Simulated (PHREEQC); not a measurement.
Dissolve 0.016 mol/kgw ZnCl2, 0.00042 mol/kgw Na2SO4 and 0.018 mol/kgw HCl at 20 °C. Closed to the air; pH follows from the charge balance.

Computed with PHREEQC (ion-association model, phreeqc.dat).

Precipitation was switched off in this run.

Q: Predict the pH, specific conductance.

A: pH 1.82; specific conductance 8750 µS/cm.

Q: In which forms is Zn present?

A: Zn+2 95 %, ZnCl+ 4.3 %, ZnSO4 0.7 % of the Zn.

Complexes and solids missing from the database can't appear.
